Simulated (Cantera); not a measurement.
A freely propagating, adiabatic, planar premixed flame of 7.85 % CH₄, 1.02 % C₂H₆, 0.377 % C₃H₈, 16.3 % O₂, 61.2 % N₂, 13.3 % CO₂, equivalence ratio 1.3, unburnt at 675 K and 105 Torr; mixture-averaged transport, grid criteria slope 0.08 and curve 0.16, no radiation.

Computed with Cantera and GRI-Mech 3.0 (53 species, 325 reactions). Burning velocities carry a grid error of a few per cent, more on coarse grids.

### Question
Predict: laminar burning velocity; thermal thickness; peak x(CH₂).

### Answer
```
Quantity                    Result
------------------------  --------
laminar burning velocity  104 cm/s
thermal thickness          2.73 mm
peak x(CH₂)                5.60e-5
```
